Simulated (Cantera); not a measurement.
# Ignition delay

Mixture: 15.5 % H2, 12.1 % O2, 72.5 % N2, equivalence ratio 0.64, at 1.01 bar, adiabatic and at constant pressure. Ignition delay is the time to a rise of 400 K.

Computed with Cantera and the H2/O2 subset of GRI-Mech 3.0, which has no nitrogen chemistry. Where the delays flatten at high temperature, the 400 K rule measures the pace of heat release, not the induction time.

| T0 (K) | delay (ms) |
|---|---|
| 1173 | 0.0817 |
| 1273 | 0.0545 |
| 1373 | 0.0432 |
| 1473 | 0.0390 |
| 1573 | 0.0387 |
| 1673 | 0.0410 |
| 1773 | 0.0452 |
| 1873 | 0.0509 |
| 1973 | 0.0581 |
| 2073 | 0.0668 |
